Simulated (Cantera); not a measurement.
An isothermal, constant-pressure homogeneous reactor starts with 0.646 % CH₄, 2.89 % O₂, 96.5 % N₂, equivalence ratio 0.45, at 1100 K and 2.10 bar.

Detailed kinetics in Cantera: GRI-Mech 3.0 (53 species, 325 reactions).

One state of this run: x CH₄ = <1e-12; x O₂ = 0.0160; x C₂H₆ = <1e-12; x CO = 4.11e-7; x C₂H₂ = <1e-12; x NO = 5.42e-9; x CH₂O = <1e-12. x: mole fraction; the columns are a selection and need not sum to one.

**Question.** Which value of t (s) does it belong to?
A) 4.00
B) 0.0417
C) 0.00672
D) 0.104

**Answer.** A, 4.00
